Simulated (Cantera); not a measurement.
## Moist CO burnout

A perfectly stirred reactor is fed with CO : O2 : H2O : N2 = 0.019 : 0.0089 : 0.012 : 1 (molar parts), at 750 Torr; it is held at 1123 K, and followed from long to short residence time.

Computed with Cantera and GRI-Mech 3.0 (53 species, 325 reactions).

| τ (s) | x CO | x O2 | x H2O | x H2O2 | x H |
|---|---|---|---|---|---|
| 13 | 0.000799 | 2.00e-5 | 0.0112 | 4.72e-9 | 2.79e-5 |
| 5.3 | 0.000845 | 3.76e-5 | 0.0112 | 8.77e-9 | 4.05e-5 |
| 2.1 | 0.000937 | 7.54e-5 | 0.0112 | 1.57e-8 | 5.74e-5 |
| 0.84 | 0.00112 | 0.000155 | 0.0113 | 2.65e-8 | 7.79e-5 |
| 0.33 | 0.00148 | 0.000327 | 0.0113 | 4.23e-8 | 0.000102 |
| 0.13 | 0.00219 | 0.000672 | 0.0113 | 6.22e-8 | 0.000130 |
| 0.052 | 0.00348 | 0.00131 | 0.0112 | 8.37e-8 | 0.000160 |
| 0.021 | 0.00564 | 0.00237 | 0.0112 | 1.03e-7 | 0.000190 |
| 0.0082 | 0.00899 | 0.00402 | 0.0112 | 1.17e-7 | 0.000209 |
x: mole fraction; the columns are a selection and need not sum to one.
